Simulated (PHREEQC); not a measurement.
Ca(OH)2 is added in steps, without added water, to 1 kg of water holding 0.011 mol/kgw HF and 0.00055 mol/kgw NH4F, at 25 °C. Oxygen is held at 0.21 atm. No CO2 enters from the air. Solids allowed: Fluorite, Portlandite. Others were left out.

Base run: PHREEQC, ion-association model, wateq4f.dat. Each further column changes one thing. The table gives Ca in solution (mol/kgw).

```
Ca(OH)2 added (mol)      base  Debye-Hückel limiting law  Davies equation for every ion  all activity coefficients set to 1  database phreeqc.dat
-------------------  --------  -------------------------  -----------------------------  ----------------------------------  --------------------
0                           0                          0                              0                                   0                     0
0.00079               5.51e-6                    5.61e-6                        5.51e-6                             4.31e-6               5.28e-6
0.00158               6.43e-6                    6.54e-6                        6.43e-6                                 [?]               6.20e-6
0.00237               7.77e-6                    7.89e-6                        7.77e-6                                 [?]               7.54e-6
0.00316               9.91e-6                    1.00e-5                        9.91e-6                                 [?]               9.68e-6
0.00395               1.38e-5                    1.40e-5                        1.39e-5                             1.13e-5               1.36e-5
0.00474               2.34e-5                    2.36e-5                        2.34e-5                                 [?]               2.32e-5
0.00553               7.43e-5                    7.47e-5                        7.44e-5                             6.56e-5               7.40e-5
0.00632              0.000659                   0.000660                       0.000659                                 [?]              0.000659
0.00711               0.00142                    0.00142                        0.00142                                 [?]               0.00142
0.0079                0.00220                    0.00220                        0.00220                                 [?]               0.00219
```

**Question.** What belongs in the gaps?

**Answer.** 
- 0.00158, all activity coefficients set to 1: 5.07e-6
- 0.00237, all activity coefficients set to 1: 6.18e-6
- 0.00316, all activity coefficients set to 1: 7.96e-6
- 0.00474, all activity coefficients set to 1: 1.95e-5
- 0.00632, all activity coefficients set to 1: 0.000645
- 0.00711, all activity coefficients set to 1: 0.00140
- 0.0079, all activity coefficients set to 1: 0.00218

 phreeqc.dat and wateq4f.dat share most of their constants, so their agreement is no independent check. Solids allowed in the column 'database phreeqc.dat': Fluorite.
